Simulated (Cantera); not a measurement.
**Thermodynamics of hydrogen reduction and annealing atmospheres, feed SiO2 + H2**

Charge: 1 mol SiO2, 150 mol H2, at 0.435 Torr.

These are equilibrium values from Cantera (NASA tables, ideal gas, pure condensed phases), not measurements of a reactor. Candidate condensed phases: H2O, Si, SiO2; 18 gas species. The tables hold silica as quartz up to 1696 K and as liquid above; real silica turns to tridymite and cristobalite and melts near 1996 K. Equilibrium is a limit: real reactors are often held back by kinetics, nucleation or transport.

```csv
T (K),x H2,x H,x SiO,x H2O,x OH,x O,x SiO2,x Si,n SiO2(β-quartz)
1373,0.999,0.000138,0.000230,0.000230,5.68e-10,<1e-12,4.55e-11,7.03e-12,0.966
1448,0.998,0.000382,0.000787,0.000787,7.18e-9,2.44e-12,6.70e-10,2.79e-11,0.882
1523,0.994,0.000957,0.00238,0.00238,7.05e-8,5.83e-11,7.54e-9,9.66e-11,0.642
1598,0.985,0.00219,0.00644,0.00644,5.58e-7,1.03e-9,6.73e-8,2.96e-10,0.0273
1673,0.982,0.00469,0.00661,0.00661,1.52e-6,5.85e-9,8.46e-8,8.23e-10,0
1748,0.977,0.00938,0.00659,0.00659,3.69e-6,2.79e-8,9.93e-8,2.10e-9,0
1823,0.969,0.0177,0.00656,0.00656,8.34e-6,1.17e-7,1.15e-7,4.92e-9,0
1898,0.955,0.0317,0.00652,0.00650,1.77e-5,4.41e-7,1.32e-7,1.08e-8,0
```
x: gas mole fraction; n: condensed amount in mol.

From 1373 K to 1598 K the condensed part is SiO2(β-quartz). From 1673 K to 1898 K nothing is condensed. The main Si-bearing gas is SiO throughout.
